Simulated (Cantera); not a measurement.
A closed system holds: 1 mol B2O3, 0.77 mol NH3, 0.18 mol N2, at 750 Torr.

Method: chemical equilibrium by Gibbs-energy minimisation in Cantera with the NASA 1993 tables (ideal gas, pure condensed phases). Candidate condensed phases: B, BN, B2O3, B3O3H3, H2O; 39 gas species. Mutual solubility and eutectic melting of coexisting phases are not modelled. Gases not in the tables: H3BO3. The numbers say what is thermodynamically allowed, not how fast it happens.

At 1302 °C, list the 7 most abundant gas species with their mole fractions, and the condensed phases.

H2 0.666, N2 0.327, H2O 0.00346, HBO2 0.00268, HBO 0.000439, B2O3 9.32e-5, H 3.39e-5. Condensed: BN(s) + B2O3(l).
